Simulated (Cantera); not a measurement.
Input: 1 mol AlCl₃, 4.8 mol H₂O, 1.1 mol N₂, held at 10.0 Torr.

Method: chemical equilibrium by Gibbs-energy minimisation in Cantera with the NASA 1993 tables (ideal gas, pure condensed phases). Candidate condensed phases: Al, AlCl₃, AlN, Al₂O₃, H₂O, NH₄Cl; 45 gas species. The numbers say what is thermodynamically allowed, not how fast it happens. All values below are at 1823 K.

Base state: H₂O 0.439, HCl 0.390, N₂ 0.147, Cl 0.0121, H₂ 0.00848, OH 0.00125, O₂ 0.000892, H 0.000346 (mole fractions); condensed: Al₂O₃(s).

**Question.** What changes in the equilibrium state with this change: pressure from 10.0 Torr to 0.653 Torr?

**Answer.** 
```tsv
species	before	after
H₂O	0.439	0.429
HCl	0.390	0.368
N₂	0.147	0.146
Cl	0.0121	0.0291
H₂	0.00848	0.0201
O	3.90e-5	0.000246
H	0.000346	0.00208
Cl₂	1.59e-5	5.96e-6
O₂	0.000892	0.00231
OH	0.00125	0.00309
Al₂O₃(s), mol	0.500	0.500
```
